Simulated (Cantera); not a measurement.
A closed system holds: 1 mol BN, 5.4 mol F2, 16 mol N2, 2.4 mol NF3, at 1650 K and 10.0 mbar.

Method: chemical equilibrium by Gibbs-energy minimisation in Cantera with the NASA 1993 tables (ideal gas, pure condensed phases). Candidate condensed phases: B, BN; 13 gas species. Kinetics and transport are ignored.

Base state: N2 0.525, F 0.445, BF3 0.0297, F2 7.87e-5 (mole fractions); condensed: gas only.

What changes in the equilibrium state with this change: temperature from 1650 K to 1000 K?


| species | before | after |
|---|---|---|
| N2 | 0.525 | 0.574 |
| F | 0.445 | 0.300 |
| F2 | 7.87e-5 | 0.0933 |
| BF3 | 0.0297 | 0.0325 |
| NF3 | <1e-9 | 8.81e-5 |
